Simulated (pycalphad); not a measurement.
All values are pycalphad results on the COST 507 light-alloy database (1999) (1 atm), not direct measurements. These are 1990s assessments: newer ones move some temperatures and phases.

Molar enthalpy of Al-12.1Mn-9.263Si (wt.%) in equilibrium (SER reference):

```
T (K)  H (kJ/mol)                             phases
-----  ----------  ---------------------------------
1850        56.40                             liquid
1770        53.81                             liquid
1690        51.22                             liquid
1610        48.63                             liquid
1530        46.04                             liquid
1450        43.46                             liquid
1370        40.88                             liquid
1290        38.31                             liquid
1210        35.75                             liquid
1170        34.48                             liquid
1130        33.20                             liquid
1050        27.82               liquid + ALMNSI_BETA
970         20.33              liquid + ALMNSI_ALPHA
890         16.74              liquid + ALMNSI_ALPHA
810          6.02  fcc + ALMNSI_ALPHA + diamond (Si)
770          4.71  fcc + ALMNSI_ALPHA + diamond (Si)
730          3.45  fcc + ALMNSI_ALPHA + diamond (Si)
650          1.02  fcc + ALMNSI_ALPHA + diamond (Si)
570         -1.28  fcc + ALMNSI_ALPHA + diamond (Si)
```

Cooling from 1130 K to 810 K, across the freezing range, releases 27.2 kJ/mol, or 942 J/g. The slope is 32 J/(mol K) in the liquid and 33 J/(mol K) just below the solidus, where it includes any heat of precipitation. Liquidus 1105 K, solidus 849 K. Changes were sought between steps of 40 K, so a narrower field can be missed.

Database names, with the compositions (at.%) that they take in these runs: ALMNSI_BETA: Al 64 Mn 23 Si 13; ALMNSI_ALPHA: Al 70 Mn 17 Si 12.
